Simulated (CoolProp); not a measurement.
R1132(E) along the isotherm 120.75 °C: Z from the reference equation and from simpler models built on Tc = 75.7 °C, pc = 5.174 MPa, ω = 0.245; each cubic takes its own stable root.

Computed with CoolProp (reference Helmholtz-energy equation of state, Akasaka 2024).

```
p (MPa)          phase  reference
-------  -------------  ---------
0.5                gas     0.9778
1                  gas     0.9550
1.5                gas     0.9317
2                  gas     0.9077
2.5                gas     0.8831
3                  gas     0.8578
3.5                gas     0.8318
4                  gas     0.8049
4.5                gas     0.7773
5                  gas     0.7487
5.5      supercritical     0.7192
6        supercritical     0.6888
6.5      supercritical     0.6575
```

How far does each simpler model (Pitzer virial, Redlich-Kwong, Soave-Redlich-Kwong) lie from the reference over these 13 states: mean and median of the absolute difference, and the worst?


- Pitzer virial: mean 2.8 %, median 1.8 %, worst +8.8 % at 120.75 °C and 6.5 MPa
- Redlich-Kwong: mean 1.2 %, median 1.0 %, worst -2.9 % at 120.75 °C and 6.5 MPa
- Soave-Redlich-Kwong: mean 1.1 %, median 0.7 %, worst +3.3 % at 120.75 °C and 6.5 MPa
